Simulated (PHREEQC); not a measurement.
# Buffer (model solution)

Consider water at 84 °C with 6.4 mmol/kgw NaHCO3 and 0.59 mmol/kgw KOH. Closed to the air; pH follows from the charge balance.

The numbers come from PHREEQC with the ion-association model, wateq4f.dat.

| Quantity | Value |
|---|---|
| pH | 8.63 |
| ionic strength | 0.00699 mol/kgw |
| total alkalinity | 6.99 meq/kg |

| species | molality | activity | log γ |
|---|---|---|---|
| Na+ | 0.00615 | 0.00557 | -0.043 |
| HCO3- | 0.00587 | 0.00534 | -0.042 |
| K+ | 0.000590 | 0.000534 | -0.044 |
| CO3-2 | 0.000249 | 0.000169 | -0.167 |
| NaCO3- | 0.000232 | 0.000211 | -0.042 |
| OH- | 0.000137 | 0.000124 | -0.044 |
| CO2 | 2.82e-5 | 2.82e-5 | 0.001 |
| NaHCO3 | 1.67e-5 | 1.67e-5 | 0.001 |
| H+ | 2.56e-9 | 2.35e-9 | -0.038 |

No solid was allowed to form. Constants without temperature data keep their 25 °C values here.
